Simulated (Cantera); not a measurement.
# Fe(CO)5 + CO + H2 (iron carbonyl, mercury and lead vapours)

Feed: 1 mol Fe(CO)5, 2.7 mol CO, 2.8 mol H2, equilibrated at 1 atm.

Cantera equilibrium calculation (NASA polynomials, part measured and part estimated; ideal gas, pure solids and liquids). Candidate condensed phases: C, C6H6, C7H8, C8H18, Fe, Fe(CO)5, FeO, Fe(OH)2, Fe(OH)3, Fe2O3, Fe3O4, H2O; 114 gas species. The tables' stoichiometric FeO is somewhat more stable than real wüstite, so its field is too wide. FeO: taken at fixed stoichiometry. Condensed phases not in the tables: cementite and carbon dissolved in iron. Equilibrium is a limit: real reactors are often held back by kinetics, nucleation or transport.

```csv
T (K),log p CO,log p H2,log p CO2,log p H2O,log p CH4,log p H,log p C2H2 (acetylene),n C(graphite),n FeO(s),n Fe(α),n Fe(γ)
1000,-0.29,-0.54,-0.83,-1.24,-2.10,-8.91,-9.48,2.54,1.00,0,0
1025,-0.23,-0.58,-0.93,-1.39,-2.29,-8.65,-9.24,1.37,0,1.00,0
1050,-0.20,-0.58,-1.07,-1.52,-2.40,-8.38,-8.96,1.03,0,1.00,0
1075,-0.18,-0.58,-1.22,-1.65,-2.50,-8.12,-8.70,0.754,0,1.00,0
1100,-0.16,-0.58,-1.38,-1.79,-2.60,-7.88,-8.45,0.543,0,1.00,0
1125,-0.15,-0.58,-1.54,-1.92,-2.69,-7.64,-8.21,0.388,0,1.00,0
1150,-0.14,-0.57,-1.69,-2.05,-2.78,-7.41,-7.99,0.277,0,1.00,0
1175,-0.14,-0.57,-1.85,-2.17,-2.87,-7.20,-7.77,0.198,0,1.00,0
1200,-0.14,-0.57,-2.00,-2.30,-2.95,-6.99,-7.56,0.143,0,0,1.00
1225,-0.13,-0.57,-2.14,-2.41,-3.03,-6.79,-7.36,0.104,0,0,1.00
1250,-0.13,-0.57,-2.28,-2.53,-3.10,-6.60,-7.17,0.0760,0,0,1.00
1275,-0.13,-0.57,-2.42,-2.64,-3.18,-6.42,-6.99,0.0562,0,0,1.00
1300,-0.13,-0.57,-2.55,-2.74,-3.25,-6.24,-6.81,0.0420,0,0,1.00
1325,-0.13,-0.57,-2.67,-2.84,-3.31,-6.07,-6.64,0.0316,0,0,1.00
```
log p: log10 of the partial pressure in bar; n: condensed amount in mol.

At 1000 K the condensed part is C(graphite) + FeO(s). From 1025 K to 1175 K the condensed part is C(graphite) + Fe(α). From 1200 K to 1325 K the condensed part is C(graphite) + Fe(γ).
